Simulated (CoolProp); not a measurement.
Values from CoolProp's reference Helmholtz-energy equation of state, Thol 2017.

Q: For octamethyltrisiloxane (MDM), give the phase and the density (kg/m³), cp (kJ/(kg K)), cv (kJ/(kg K)), expansivity (1/kK) at 274.4 K and 0.0499 MPa; 451.1 K and 1.81 MPa.

A: 
- 274.4 K and 0.0499 MPa: liquid; density 839, cp 1.73, cv 1.42, expansivity 1.18
- 451.1 K and 1.81 MPa: liquid; density 651, cp 2.17, cv 1.85, expansivity 1.96
